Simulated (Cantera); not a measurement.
Input: 1 mol B, 6.3 mol H₂O, 1.9 mol H₂, held at 6700 Pa.

These are equilibrium values from Cantera (NASA tables, ideal gas, pure condensed phases), not measurements of a reactor. Candidate condensed phases: B, B₂O₃, B₃O₃H₃, H₂O; 23 gas species. The numbers say what is thermodynamically allowed, not how fast it happens. All values below are at 1775 °C.

Base state: H₂O 0.495, H₂ 0.387, HBO₂ 0.108, H 0.00538, B₂O₃ 0.00267, OH 0.000750, HBO 0.000553, BO₂ 0.000198 (mole fractions); condensed: gas only.

**Question.** What changes in the equilibrium state with this change: pressure from 6700 Pa to 100000 Pa?

**Answer.** 
```tsv
species	before	after
H₂O	0.495	0.497
H₂	0.387	0.389
HBO₂	0.108	0.109
H	0.00538	0.00140
OH	0.000750	0.000194
BO₂	0.000198	5.13e-5
BO	0.000107	2.78e-5
HBO	0.000553	0.000557
```
